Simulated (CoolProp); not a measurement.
Values from CoolProp's reference Helmholtz-energy equation of state, Lemmon 2022.

Task: Give the vapour pressure (MPa), vapour density (kg/m³), liquid conductivity (mW/(m K)) of saturated R1234yf at 255, 293.4, 301.1 K.

Result: 
```json
[
 {"T (K)": "255", "p (MPa)": "0.162", "vapour density (kg/m³)": "9.33", "liquid conductivity (mW/(m K))": "77.6"},
 {"T (K)": "293.4", "p (MPa)": "0.596", "vapour density (kg/m³)": "33.0", "liquid conductivity (mW/(m K))": "65.0"},
 {"T (K)": "301.1", "p (MPa)": "0.741", "vapour density (kg/m³)": "41.2", "liquid conductivity (mW/(m K))": "62.6"}
]
```

Thermal conductivity comes from a separate model (Perkins 2011).
